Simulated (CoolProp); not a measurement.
Toluene at several states: density (kg/m³) from the reference equation and from simpler models built on Tc = 591.7 K, pc = 4.126 MPa, ω = 0.266; each cubic takes its own stable root.

Computed with CoolProp (reference Helmholtz-energy equation of state, Lemmon 2006). It is a short technical equation, of lower accuracy than the large ones.

```
T (K)  p (MPa)   phase  reference  Soave-Redlich-Kwong  Peng-Robinson
-----  -------  ------  ---------  -------------------  -------------
186.4    0.375  liquid      966.8                830.8          929.7
202.7   0.0399  liquid      951.0                822.9          921.5
524.2     1.77  liquid      598.6                504.3          572.0
```
